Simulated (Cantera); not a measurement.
Feed: 1 mol B2O3, 14 mol F2, 0.27 mol H2, held at 1750 K and 1.00 bar.

Cantera equilibrium calculation (NASA polynomials, part measured and part estimated; ideal gas, pure solids and liquids). Candidate condensed phases: B, B2O3, B3O3H3, H2O; 43 gas species. Kinetics and transport are ignored.

Base state: F 0.826, BF3 0.0795, O2 0.0596, HF 0.0215, F2 0.0135, FO 7.99e-5, O 1.83e-5, FO2 1.10e-5 (mole fractions); condensed: gas only.

**Question.** What changes in the equilibrium state with this change: H2 from 0.27 to 0.97 mol?

**Answer.** 
```tsv
species	before	after
F	0.826	0.772
BF3	0.0795	0.0794
HF	0.0215	0.0770
F2	0.0135	0.0118
O2	0.0596	0.0595
FO2	1.10e-5	1.03e-5
FO	7.99e-5	7.47e-5
O	1.83e-5	1.82e-5
```
